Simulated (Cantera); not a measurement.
Thermodynamics of boron, boron nitride and boron oxide, feed B + O2 + N2

A closed system holds: 1 mol B, 0.64 mol O2, 0.56 mol N2, at 1473 K and 0.133 bar.

Cantera equilibrium calculation (NASA polynomials, part measured and part estimated; ideal gas, pure solids and liquids). Candidate condensed phases: B, BN, B2O3; 17 gas species. N2 is the only nitrogen source here; it is nearly inert below about 1500 K, so the nitride shown seldom forms there in practice. Mutual solubility and eutectic melting of coexisting phases are not modelled. Equilibrium is a limit: real reactors are often held back by kinetics, nucleation or transport.

```
Item                                  Value
-------------------------------  ----------
x(N2)                                 1.000
x(B2O3)                             9.27e-5
x(B2O2)                             1.14e-6
n(BN(s))                          0.147 mol
n(B2O3(l))                        0.427 mol
gas amount                       0.4867 mol
log10 activity of B(s) (absent)       -3.85
```
